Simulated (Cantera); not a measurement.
Charge: 1 mol CH4, 0.022 mol H2O, 0.079 mol O2, held at 2475 K and 0.300 bar.

These are equilibrium values from Cantera (NASA tables, ideal gas, pure condensed phases), not measurements of a reactor. Candidate condensed phases: C, C6H6, C7H8, C8H18, H2O; 110 gas species. Rates play no part.

Base state: H2 0.873, CO 0.0802, H 0.0384, C2H2 (acetylene) 0.00849, CH4 3.57e-5, C4H2 3.41e-5, CH3 2.84e-5, C2H 2.54e-5 (mole fractions); condensed: C(graphite).

Q: What changes in the equilibrium state with this change: H2O from 0.022 to 1.7 mol?

A: 
```
species            before    after
----------------  -------  -------
H2                  0.873    0.589
CO                 0.0802    0.200
H2O               5.43e-7    0.168
H                  0.0384   0.0315
C2H2 (acetylene)  0.00849    <1e-9
CO2               8.14e-9  0.00932
OH                4.81e-9  0.00181
O                   <1e-9  6.41e-5
C(graphite), mol    0.781        0
```
